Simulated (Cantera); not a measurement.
A Cantera script and its output.

```python
import numpy as np
import cantera as ct

gas = ct.Solution("gri30.yaml")
gas.TPX = 1050, 1800, {'N2O': 1, 'H2': 0.046, 'N2': 1, 'O2': 0.035}
reactor = ct.IdealGasConstPressureReactor(gas, energy="off", clone=False)
net = ct.ReactorNet([reactor])
net.rtol, net.atol = 1e-08, 1e-18
show = ['N2O', 'H2', 'O', 'H', 'NO', 'HO2', 'O2']
times = np.geomspace(6e-05, 40, 13)

steps = ct.SolutionArray(gas, extra=["t"])
rows = []
print(f"{'t/s':>10s}{'T/K':>9s}{'P/Pa':>11s}" + "".join(f"{s:>11s}" for s in show))
for t in times:
    while net.time < t:
        t_next = net.step()
        steps.append(gas.state, t=t_next)
    rows.append([np.interp(t, steps.t, y) for y in (steps.T, steps.P, *steps(*show).X.T)])
    print(f"{t:10.3e}{rows[-1][0]:9.1f}{rows[-1][1]:11.4g}" + "".join(f"{x:11.3e}" for x in rows[-1][2:]))
rate = np.gradient(steps.T, steps.t)
print("integrator steps:", len(steps.t))
if steps.T.max() > steps.T[0] + 200:
    print(f"time of steepest temperature rise: {steps.t[rate.argmax()]:.4e} s")
gas.TPX = 1050, 1800, {'N2O': 1, 'H2': 0.046, 'N2': 1, 'O2': 0.035}
gas.equilibrate("TP")
print(f"equilibrium (TP): T = {gas.T:.1f} K  " + "  ".join(f"{s} {gas[s].X[0]:.3e}" for s in show))
```

Output:

```
       t/s      T/K       P/Pa        N2O         H2          O          H         NO        HO2         O2
 6.000e-05   1050.0       1800  4.805e-01  2.210e-02  5.908e-09  2.375e-10  1.600e-11  1.131e-12  1.682e-02
 1.834e-04   1050.0       1800  4.805e-01  2.210e-02  1.599e-08  2.132e-09  1.418e-10  4.784e-12  1.682e-02
 5.608e-04   1050.0       1800  4.805e-01  2.210e-02  3.525e-08  1.670e-08  1.165e-09  4.540e-11  1.682e-02
 1.714e-03   1050.0       1800  4.805e-01  2.210e-02  5.635e-08  9.696e-08  8.853e-09  6.953e-10  1.682e-02
 5.241e-03   1050.0       1800  4.805e-01  2.210e-02  1.000e-07  4.761e-07  8.099e-08  1.029e-08  1.682e-02
 1.602e-02   1050.0       1800  4.804e-01  2.200e-02  5.252e-07  4.185e-06  1.504e-06  1.780e-07  1.682e-02
 4.899e-02   1050.0       1800  4.718e-01  1.305e-02  2.170e-05  1.321e-04  1.433e-04  5.496e-07  1.658e-02
 1.498e-01   1050.0       1800  4.598e-01  1.386e-03  8.162e-07  1.985e-06  3.119e-04  6.289e-07  1.665e-02
 4.579e-01   1050.0       1800  4.589e-01  5.770e-04  1.962e-07  2.037e-07  3.193e-04  2.302e-07  1.668e-02
 1.400e+00   1050.0       1800  4.583e-01  1.921e-04  1.443e-07  3.779e-08  3.252e-04  1.461e-07  1.678e-02
 4.280e+00   1050.0       1800  4.573e-01  1.974e-05  1.304e-07  2.697e-09  3.318e-04  1.369e-07  1.707e-02
 1.308e+01   1050.0       1800  4.549e-01  6.710e-08  1.224e-07  9.953e-11  3.696e-04  1.583e-07  1.795e-02
 4.000e+01   1050.0       1800  4.478e-01  3.139e-09  1.179e-07  8.254e-11  5.948e-04  1.251e-07  2.064e-02
integrator steps: 1186
equilibrium (TP): T = 1050.0 K  N2O 5.407e-10  H2 1.091e-10  O 2.244e-09  H 6.356e-13  NO 5.164e-05  HO2 2.988e-10  O2 2.001e-01
```

Detailed kinetics in Cantera: GRI-Mech 3.0 (53 species, 325 reactions). GRI-Mech 3.0 was tuned for natural gas; its chemistry of N2O as a main component is partial and can be far from experiment. Radical loss at walls, strong at low pressure, is not modelled. The mechanism lacks the step 2 NO + O2 → 2 NO2, which can matter for NO2 below about 1400 K. The temperature is held fixed by assumption; the heat of reaction is taken as removed at once.
